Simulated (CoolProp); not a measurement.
Vapour-liquid equilibrium of R125 (1) + R115 (2) at 9.7 bar; x and y are mole fractions of (1).

Model: multi-fluid Helmholtz-energy mixture model, Lemmon 2005 and Lemmon 2016; pair parameters Bell 2016, in CoolProp.

```
x     bubble temperature, mixture model (K)  bubble temperature, Raoult's law (K)  y, mixture model  y, Raoult's law
----  -------------------------------------  ------------------------------------  ----------------  ---------------
0.05                                  298.5                                 299.9             0.091            0.074
0.2                                   293.2                                 297.1             0.303            0.276
0.35                                  289.8                                 294.5             0.456            0.451
0.5                                   287.5                                 292.1             0.581            0.604
0.65                                  286.0                                 289.9             0.694            0.739
0.8                                   285.2                                 287.9             0.812            0.859
0.95                                  285.2                                 286.0             0.947            0.967
```

The largest gap from Raoult's law is -4.7 K in bubble temperature, at x = 0.35. y crosses x between x = 0.8 and 0.95: the model has an azeotrope there.

The pair parameters rest on a limited set of measurements; away from them the model extrapolates.
